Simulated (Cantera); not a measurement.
An adiabatic, constant-pressure homogeneous reactor starts with CH₃OH : O₂ : N₂ = 1 : 4.17 : 15.7 (molar parts), equivalence ratio 0.36, at 1823 K and 10.0 bar.

Computed with Cantera and GRI-Mech 3.0 (53 species, 325 reactions). GRI-Mech 3.0 was tuned for natural gas; its chemistry of methanol as a main component is partial and can be far from experiment.

Question: Predict: time of steepest temperature rise; temperature at 3.00 s; equilibrium temperature; x(O₂) at 3.00 s; x(OH) at 3.00 s; x(NO₂) at 3.00 s.

Answer: 
* **time of steepest temperature rise**: 4.50 µs
* **temperature at 3.00 s**: 2532 K
* **equilibrium temperature**: 2532 K
* **x(O₂) at 3.00 s**: 0.114 (gas-phase equilibrium 0.114)
* **x(OH) at 3.00 s**: 0.00729 (gas-phase equilibrium 0.00729)
* **x(NO₂) at 3.00 s**: 3.45e-5 (gas-phase equilibrium 3.45e-5)
